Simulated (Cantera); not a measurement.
**Ignition delay**

Mixture: 38.3 % CO, 3.30 % H2, 10.4 % O2, 47.9 % N2, equivalence ratio 2.0, at 23.7 atm, adiabatic and at constant pressure. Ignition delay is the time to a rise of 400 K.

Computed with Cantera and GRI-Mech 3.0 (53 species, 325 reactions). The hydrogen kinetics of GRI-Mech 3.0 are dated; newer H2 mechanisms differ, most at raised pressure. The pressure lies above the range GRI-Mech 3.0 was tuned for (to about 10 atm). Where the delays flatten at high temperature, the 400 K rule measures the pace of heat release, not the induction time.

```tsv
T0 (K)	delay (ms)
1250	0.0223
1300	0.0112
1350	0.00634
1400	0.00406
1450	0.00288
1500	0.00220
1550	0.00178
1600	0.00149
```

```json
{
 "apparent activation energy between 1500 and 1600 K": "78 kJ/mol"
}
```
